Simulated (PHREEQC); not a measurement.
A solution holds 150 mmol/kgw FeCl3, 1.2 mmol/kgw CaCl2 and 91 mmol/kgw Na2SO4, at 25 °C. Closed to the air; pH follows from the charge balance.

Model: ion-association model, wateq4f.dat, run in PHREEQC.

Precipitation was switched off in this run.

Q: Order these Ca species by the share of Ca that they hold, largest first: CaHSO4+, CaSO4, Ca+2.

A: Ca+2 (87 %), CaSO4 (12 %), CaHSO4+ (0.78 %)

The pH is 2.14 and the ionic strength 0.563 mol/kgw. The solution is supersaturated, for example in Jarosite-Na, Hematite (slow to form), so a real one may precipitate; this is no full list. Complexes and solids missing from the database can't appear.
